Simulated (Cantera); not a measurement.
Premixed flame

A freely propagating, adiabatic, planar premixed flame of 27.7 % CO, 1.41 % H₂, 14.9 % O₂, 56.0 % N₂, equivalence ratio 0.98, unburnt at 525 K and 1.50 bar; mixture-averaged transport, grid criteria slope 0.08 and curve 0.16, no radiation.

Detailed kinetics in Cantera: GRI-Mech 3.0 (53 species, 325 reactions). Burning velocities carry a grid error of a few per cent, more on coarse grids.

```csv
z (mm),T (K),u (m/s),x CO,x H₂,x O₂,x NO,x H,x H₂O₂
-1.68,525,0.887,0.277,0.0141,0.149,<1e-8,<1e-8,<1e-8
-1.12,525,0.887,0.277,0.0141,0.149,<1e-8,<1e-8,<1e-8
-0.842,525,0.887,0.277,0.0139,0.149,<1e-8,<1e-8,2.36e-8
-0.561,526,0.888,0.277,0.0134,0.149,<1e-8,<1e-8,3.34e-7
-0.281,550,0.927,0.277,0.0112,0.148,2.24e-8,9.02e-8,1.52e-5
-0.140,775,1.30,0.263,0.00804,0.141,6.45e-7,0.000216,4.30e-5
0,1240,2.03,0.214,0.00318,0.111,4.99e-6,0.00310,2.50e-6
0.140,1564,2.49,0.158,0.00105,0.0769,1.66e-5,0.00588,4.51e-7
0.281,1746,2.73,0.127,0.000963,0.0604,3.11e-5,0.00634,2.21e-7
0.561,1933,2.98,0.106,0.00100,0.0508,5.61e-5,0.00478,1.11e-7
1.12,2098,3.20,0.0911,0.000884,0.0450,9.96e-5,0.00275,5.92e-8
2.25,2239,3.38,0.0766,0.000712,0.0388,0.000200,0.00150,3.43e-8
4.49,2352,3.52,0.0631,0.000558,0.0329,0.000436,0.000840,2.28e-8
```
x: mole fraction of selected species; z is measured from the peak of heat release.

```json
{
  "laminar_burning_velocity": "88.7 cm/s",
  "thermal_thickness": "0.561 mm",
  "peak x(H)": "0.00640",
  "peak x(H₂O₂)": "4.79e-5",
  "grid_points": "128"
}
```
